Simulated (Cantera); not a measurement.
Cantera run, input and output.

```python
import numpy as np
import cantera as ct

gas = ct.Solution("gri30.yaml")
gas.TPX = 1450, 170000, {'H2': 1, 'O2': 0.633, 'N2': 2.38}
reactor = ct.IdealGasReactor(gas, energy="on", clone=False)
net = ct.ReactorNet([reactor])
net.rtol, net.atol = 1e-08, 1e-16
show = ['H2', 'O2', 'N2O', 'NO', 'H2O2']
times = np.geomspace(1e-06, 2, 16)

steps = ct.SolutionArray(gas, extra=["t"])
rows = []
print(f"{'t/s':>10s}{'T/K':>9s}{'P/Pa':>11s}" + "".join(f"{s:>11s}" for s in show))
for t in times:
    while net.time < t:
        t_next = net.step()
        steps.append(gas.state, t=t_next)
    rows.append([np.interp(t, steps.t, y) for y in (steps.T, steps.P, *steps(*show).X.T)])
    print(f"{t:10.3e}{rows[-1][0]:9.1f}{rows[-1][1]:11.4g}" + "".join(f"{x:11.3e}" for x in rows[-1][2:]))
rate = np.gradient(steps.T, steps.t)
print("integrator steps:", len(steps.t))
if steps.T.max() > steps.T[0] + 200:
    print(f"time of steepest temperature rise: {steps.t[rate.argmax()]:.4e} s")
gas.TPX = 1450, 170000, {'H2': 1, 'O2': 0.633, 'N2': 2.38}
gas.equilibrate("UV")
print(f"equilibrium (UV): T = {gas.T:.1f} K  " + "  ".join(f"{s} {gas[s].X[0]:.3e}" for s in show))
```

Output:

```
       t/s      T/K       P/Pa         H2         O2        N2O         NO       H2O2
 1.000e-06   1450.0    1.7e+05  2.492e-01  1.577e-01  1.070e-13  1.360e-16  1.805e-09
 2.631e-06   1450.0    1.7e+05  2.492e-01  1.577e-01  1.900e-12  6.985e-15  1.409e-08
 6.920e-06   1459.2   1.71e+05  2.404e-01  1.539e-01  1.345e-09  2.195e-09  1.321e-06
 1.821e-05   2622.5  2.864e+05  3.726e-02  4.247e-02  3.820e-07  1.528e-04  6.278e-07
 4.789e-05   2965.0  3.162e+05  2.636e-02  3.741e-02  1.226e-06  1.792e-03  1.252e-06
 1.260e-04   2962.4  3.158e+05  2.647e-02  3.569e-02  1.259e-06  6.153e-03  1.227e-06
 3.314e-04   2954.9  3.148e+05  2.681e-02  3.320e-02  1.359e-06  1.265e-02  1.170e-06
 8.719e-04   2951.2  3.143e+05  2.699e-02  3.200e-02  1.437e-06  1.577e-02  1.143e-06
 2.294e-03   2951.0  3.143e+05  2.699e-02  3.195e-02  1.441e-06  1.591e-02  1.142e-06
 6.034e-03   2951.0  3.143e+05  2.699e-02  3.195e-02  1.441e-06  1.591e-02  1.142e-06
 1.587e-02   2951.0  3.143e+05  2.699e-02  3.195e-02  1.441e-06  1.591e-02  1.142e-06
 4.176e-02   2951.0  3.143e+05  2.699e-02  3.195e-02  1.441e-06  1.591e-02  1.142e-06
 1.099e-01   2951.0  3.143e+05  2.699e-02  3.195e-02  1.441e-06  1.591e-02  1.142e-06
 2.890e-01   2951.0  3.143e+05  2.699e-02  3.195e-02  1.441e-06  1.591e-02  1.142e-06
 7.603e-01   2951.0  3.143e+05  2.699e-02  3.195e-02  1.441e-06  1.591e-02  1.142e-06
 2.000e+00   2951.0  3.143e+05  2.699e-02  3.195e-02  1.441e-06  1.591e-02  1.142e-06
integrator steps: 1167
time of steepest temperature rise: 9.1502e-06 s
equilibrium (UV): T = 2951.0 K  H2 2.699e-02  O2 3.195e-02  N2O 1.441e-06  NO 1.591e-02  H2O2 1.142e-06
```

Model: GRI-Mech 3.0 (53 species, 325 reactions), integrated in Cantera.
